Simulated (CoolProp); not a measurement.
Saturation properties of normal hydrogen.

The numbers come from the reference Helmholtz-energy equation of state, Leachman 2009 in CoolProp.

| T (°C) | p (kPa) | liquid density (kg/m³) | vapour Z | surface tension (mN/m) | liquid viscosity (µPa s) | vapour viscosity (µPa s) |
|---|---|---|---|---|---|---|
| -247.35 | (withheld) | 63.41 | 0.7766 | 0.994 | 8.92 | 1.33 |
| -246.35 | 460.2 | 61.67 | 0.7457 | 0.832 | 8.28 | 1.40 |
| -245.35 | 553.5 | 59.75 | 0.7118 | 0.674 | 7.67 | 1.49 |
| -244.45 | 648.1 | 57.82 | 0.6782 | 0.535 | 7.14 | 1.57 |
| -243.45 | 766.1 | 55.36 | 0.6362 | 0.388 | 6.56 | (withheld) |
| -242.45 | 898.8 | (withheld) | 0.5872 | 0.251 | 5.95 | 1.81 |
| -241.55 | 1032 | 49.01 | 0.5329 | (withheld) | 5.34 | 1.98 |
| -240.55 | 1197 | 43.10 | 0.4450 | (withheld) | 4.47 | 2.30 |

**Question.** Fill in the missing entries.

**Answer.** 
- -247.35, p (kPa): 378.5
- -243.45, vapour viscosity (µPa s): 1.68
- -242.45, liquid density (kg/m³): 52.41
- -241.55, surface tension (mN/m): 0.141
- -240.55, surface tension (mN/m): 0.0526

It boils at -252.8 °C under 1 atm.

Viscosity comes from a separate model (Muzny 2013). Surface tension comes from a separate correlation (Mulero 2012).
